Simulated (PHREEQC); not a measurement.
Make-up at 35 °C: 4.3 mmol/kgw Cu(BF4)2, 1.1 mmol/kgw HCl and 55 mmol/kgw NaCl. It is in equilibrium with CO2 at log p = -2 (atm). Otherwise closed; pH follows from the charge balance.

Computed with PHREEQC (ion-association model, phreeqc.dat).

No solid was allowed to form.

Predict the pH, density.

pH 2.80; density 0.997 g/cm³.

In which forms is F present?

BF4- 74 %, HF 13 %, F- 5.7 %, BF3OH- 5.7 %, BF2(OH)2- 1.7 % of the F.

Real BF4- forms and hydrolyses slowly; the run takes it at equilibrium.
